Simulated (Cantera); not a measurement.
**Equilibrium for tantalum, niobium, vanadium and zirconium in process gases: V + N₂O + N₂**

Charge: 1 mol V, a varied amount of N₂O, 4.1 mol N₂, at 2625 K and 0.0518 Torr.

Cantera equilibrium calculation (NASA polynomials, part measured and part estimated; ideal gas, pure solids and liquids). Candidate condensed phases: V, VN, VO, V₂O₃, V₂O₄, V₂O₅; 13 gas species. The numbers say what is thermodynamically allowed, not how fast it happens.

From 2 mol N₂O to 14 mol N₂O nothing is condensed. The main V-bearing gas is VO at 2 mol N₂O and VO₂ at 14 mol N₂O.

| n(N₂O) (mol) | x N₂ | x O | x VO₂ | x VO | x O₂ | x V |
|---|---|---|---|---|---|---|
| 2 | 0.790 | 0.0779 | 0.0594 | 0.0600 | 0.000616 | 0.0103 |
| 3.2 | 0.740 | 0.153 | 0.0652 | 0.0334 | 0.00239 | 0.00292 |
| 4.5 | 0.696 | 0.214 | 0.0584 | 0.0215 | 0.00465 | 0.00134 |
| 5.7 | 0.667 | 0.253 | 0.0515 | 0.0160 | 0.00650 | 0.000848 |
| 6.9 | 0.646 | 0.282 | 0.0456 | 0.0127 | 0.00806 | 0.000606 |
| 8.2 | 0.629 | 0.305 | 0.0404 | 0.0104 | 0.00946 | 0.000457 |
| 9.4 | 0.616 | 0.322 | 0.0365 | 0.00892 | 0.0105 | 0.000371 |
| 11 | 0.603 | 0.340 | 0.0323 | 0.00748 | 0.0117 | 0.000295 |
| 12 | 0.596 | 0.349 | 0.0301 | 0.00680 | 0.0123 | 0.000261 |
| 13 | 0.590 | 0.356 | 0.0282 | 0.00623 | 0.0129 | 0.000234 |
| 14 | 0.585 | 0.363 | 0.0265 | 0.00575 | 0.0134 | 0.000212 |
x: gas mole fraction; nothing condenses.
